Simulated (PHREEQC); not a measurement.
Synthetic water in mg/kgw, 25 °C, pH 6.8, pe 10.3: Na 0.018; K 0.000491; Ca 0.0421; Mg 0.0154; Cl 0.0146; S(6) as SO4 0.0174; Alkalinity as HCO3 0.18; Cu(2) 0.00011.

Valence states are taken as typed.

The numbers come from PHREEQC with the ion-association model, wateq4f.dat.

No solid was allowed to form.

Predict the charge-balance error.

charge-balance error 5.4 %.

In which forms is Cu present?

Cu+2 53 %, Cu(OH)2 43 %, CuOH+ 3.3 % of the Cu.

The database's constant for dissolved Cu(OH)2 is higher than later reviews accept.
